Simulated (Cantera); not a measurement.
A perfectly stirred reactor is fed with CH4 : C2H6 : C3H8 : O2 : N2 = 1 : 0.14 : 0.15 : 2.49 : 9.37 (molar parts), equivalence ratio 1.3, at 1.18 atm; it is adiabatic with a 425 K inlet, and is followed from long to short residence time, starting on the burning branch (τ in s: 0.23, 0.096, 0.041, 0.017, 0.0073, 0.0031, 0.0013, 0.00055, 0.00023, 9.9e-05, 4.2e-05, 1.8e-05).

Cantera simulation using GRI-Mech 3.0 (53 species, 325 reactions); the numbers are that mechanism's predictions, not measurements. GRI-Mech 3.0 was tuned for natural gas; its chemistry of propane as a main component is partial and can be far from experiment.

Q: Predict: blow-out, bracketed by the residence times tried; x(CH4) at τ = 0.230 s; x(C2H6) at τ = 0.230 s; x(C3H8) at τ = 0.230 s; x(H2O2) at τ = 0.230 s; x(C2H2) at τ = 0.230 s; x(CH4) at τ = 1.30 ms; x(C2H6) at τ = 1.30 ms; x(C3H8) at τ = 1.30 ms; x(H2O2) at τ = 1.30 ms; x(C2H2) at τ = 1.30 ms.

A: 
* **blow-out, bracketed by the residence times tried**: burning at 0.230 ms, out at 99.0 µs
* **x(CH4) at τ = 0.230 s**: 1.17e-5
* **x(C2H6) at τ = 0.230 s**: 2.92e-8
* **x(C3H8) at τ = 0.230 s**: 2.68e-8
* **x(H2O2) at τ = 0.230 s**: 5.64e-9
* **x(C2H2) at τ = 0.230 s**: 5.25e-6
* **x(CH4) at τ = 1.30 ms**: 0.000127
* **x(C2H6) at τ = 1.30 ms**: 2.54e-6
* **x(C3H8) at τ = 1.30 ms**: 1.89e-6
* **x(H2O2) at τ = 1.30 ms**: 6.86e-8
* **x(C2H2) at τ = 1.30 ms**: 5.02e-5
